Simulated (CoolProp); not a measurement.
Water along the isobar 25600 kPa: fugacity coefficient from the reference equation and from simpler models built on Tc = 647.1 K, pc = 22060 kPa, ω = 0.344; each cubic takes its own stable root.

Values from CoolProp's reference Helmholtz-energy equation of state, Wagner 2002.

```csv
T (K),phase,reference
331.2,liquid,0.0008384
353.4,liquid,0.002176
375.6,liquid,0.004954
397.8,liquid,0.01012
420,liquid,0.01890
442.2,liquid,0.03272
464.4,liquid,0.05307
486.5,liquid,0.08129
508.7,liquid,0.1189
530.9,liquid,0.1668
553.1,liquid,0.2254
575.3,liquid,0.2947
```

Question: How far does each simpler model (van der Waals, Redlich-Kwong, Soave-Redlich-Kwong, Peng-Robinson) lie from the reference over these 12 states: mean and median of the absolute difference, and the worst?

Answer: 
- van der Waals: mean 924.3 %, median 357.1 %, worst +4365.6 % at 331.2 K and 25600 kPa
- Redlich-Kwong: mean 123.7 %, median 99.9 %, worst +300.3 % at 331.2 K and 25600 kPa
- Soave-Redlich-Kwong: mean 6.9 %, median 7.9 %, worst -11.6 % at 331.2 K and 25600 kPa
- Peng-Robinson: mean 3.9 %, median 4.3 %, worst -6.6 % at 331.2 K and 25600 kPa
